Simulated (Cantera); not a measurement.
An adiabatic, constant-pressure homogeneous reactor starts with CO : H2 : O2 : N2 : CO2 = 1.7 : 0.18 : 1.11 : 4.19 : 0.19 (molar parts), equivalence ratio 0.85, at 1023 K and 1.01 bar.

Computed with Cantera and GRI-Mech 3.0 (53 species, 325 reactions).

Problem. Predict: time of steepest temperature rise; temperature at 0.200 s; equilibrium temperature; x(CO) at 0.200 s; x(H2) at 0.200 s; x(O2) at 0.200 s; x(NO2) at 0.200 s; x(H) at 0.200 s.

Solution. 
```
Property                                                               Value
---------------------------------  -----------------------------------------
time of steepest temperature rise                                   0.467 ms
temperature at 0.200 s                                                2531 K
equilibrium temperature                                               2531 K
x(CO) at 0.200 s                       0.0493 (gas-phase equilibrium 0.0493)
x(H2) at 0.200 s                   0.000780 (gas-phase equilibrium 0.000780)
x(O2) at 0.200 s                       0.0430 (gas-phase equilibrium 0.0430)
x(NO2) at 0.200 s                    3.85e-6 (gas-phase equilibrium 3.85e-6)
x(H) at 0.200 s                    0.000804 (gas-phase equilibrium 0.000804)
```
